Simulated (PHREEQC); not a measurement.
Make-up at 61 °C: 0.057 mol FeSO4, 0.14 mol NiCl2 and 0.00055 mol HCl per kg of water. Closed to the air; pH follows from the charge balance.

Model: ion-association model, wateq4f.dat, run in PHREEQC.

This is a speciation only: nothing precipitates in the calculation.

Task: Order these Cl species by the share of Cl that they hold, largest first: NiCl2, FeCl+, NiCl+, Cl-.

Result: Cl- (90 %), NiCl+ (5.0 %), NiCl2 (3.8 %), FeCl+ (1.2 %)

Task: Order these Fe species by the share of Fe that they hold, largest first: Fe+2, FeSO4, FeCl+.

Result: Fe+2 (74 %), FeSO4 (21 %), FeCl+ (5.7 %)

The pH is 3.73 and the ionic strength 0.455 mol/kgw. Complexes and solids missing from the database can't appear. Away from 25 °C the constants follow the database's enthalpies or fits; those with neither stay at their 25 °C values.
